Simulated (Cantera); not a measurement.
Feed: 1 mol SiH4, 25 mol NH3, 3.2 mol N2, equilibrated at 1698.15 K and 2.10 mbar.

These are equilibrium values from Cantera (NASA tables, ideal gas, pure condensed phases), not measurements of a reactor. Candidate condensed phases: Si, Si3N4; 18 gas species. Rates play no part.

Base state: H2 0.713, N2 0.284, H 0.00267, Si 0.000313, SiH 1.89e-5 (mole fractions); condensed: Si(l).

What changes in the equilibrium state with this change: temperature from 1698.15 K to 1948 K?


```
species       before     after
----------  --------  --------
H2             0.713     0.690
N2             0.284     0.278
H            0.00267    0.0205
Si          0.000313    0.0111
Si2          1.37e-6  0.000101
Si3          3.44e-7   2.22e-5
Si(l), mol     0.980     0.323
```
The tables' values for SiN are old estimates; treat these amounts as uncertain. Gases not in the tables: Si2H6 and higher silanes.
